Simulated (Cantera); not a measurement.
## Thermodynamics of oxide etching and cleaning by halides, feed CaO + F2 + H2 + HF

A closed system holds: 1 mol CaO, 3.4 mol F2, 6.7 mol H2, 4.5 mol HF, held at 84.0 mbar.

Cantera equilibrium calculation (NASA polynomials, part measured and part estimated; ideal gas, pure solids and liquids). Candidate condensed phases: Ca, CaF2, CaO, Ca(OH)2, H2O; 29 gas species. The numbers say what is thermodynamically allowed, not how fast it happens.

From 898 K to 1598 K the condensed part is CaF2(s). From 1698 K to 1898 K the condensed part is CaF2(l).

```tsv
T (K)	x HF	x H2	x H2O	x CaF2	x H	n CaF2(s)	n CaF2(l)
898	0.684	0.243	0.0735	<1e-12	1.86e-10	1.00	0
998	0.684	0.243	0.0735	1.36e-12	3.66e-9	1.00	0
1098	0.684	0.243	0.0735	1.41e-10	4.20e-8	1.00	0
1198	0.684	0.243	0.0735	6.51e-9	3.23e-7	1.00	0
1298	0.684	0.243	0.0735	1.62e-7	1.82e-6	1.000	0
1398	0.684	0.243	0.0735	2.47e-6	8.04e-6	1.000	0
1498	0.684	0.243	0.0735	2.49e-5	2.92e-5	1.000	0
1598	0.684	0.243	0.0735	0.000181	9.04e-5	0.998	0
1698	0.683	0.242	0.0734	0.00100	0.000246	0	0.986
1798	0.681	0.241	0.0732	0.00402	0.000597	0	0.945
1898	0.674	0.238	0.0724	0.0138	0.00132	0	0.810
```
x: gas mole fraction; n: condensed amount in mol.
